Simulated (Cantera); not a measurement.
Charge: 1 mol BaF₂, 1.1 mol O₂, 20 mol N₂, 0.095 mol H₂O, held at 1.00 bar.

Cantera equilibrium calculation (NASA polynomials, part measured and part estimated; ideal gas, pure solids and liquids). Candidate condensed phases: Ba, BaF₂, BaO, Ba(OH)₂, H₂O; 45 gas species. Mutual solubility and eutectic melting of coexisting phases are not modelled. Rates play no part.

Task: Which condensed phases are stable at each of these points (T (K)): 1325, 1425, 1525, 1625, 1725, 1825, 1925?

Result: 
```json
[
 {"T (K)": "1325", "condensed phases": "BaF₂(s) + BaO(s)", "Ba condensed (%)": "100.0"},
 {"T (K)": "1425", "condensed phases": "BaF₂(s) + BaO(s)", "Ba condensed (%)": "100.0"},
 {"T (K)": "1525", "condensed phases": "BaF₂(s) + BaO(s)", "Ba condensed (%)": "99.9"},
 {"T (K)": "1625", "condensed phases": "BaF₂(s) + BaO(s)", "Ba condensed (%)": "99.4"},
 {"T (K)": "1725", "condensed phases": "BaF₂(l) + BaO(s)", "Ba condensed (%)": "97.6"},
 {"T (K)": "1825", "condensed phases": "BaF₂(l) + BaO(s)", "Ba condensed (%)": "92.1"},
 {"T (K)": "1925", "condensed phases": "BaF₂(l) + BaO(s)", "Ba condensed (%)": "76.9"}
]
```

From 1325 K to 1625 K the condensed part is BaF₂(s) + BaO(s). From 1725 K to 1925 K the condensed part is BaF₂(l) + BaO(s).
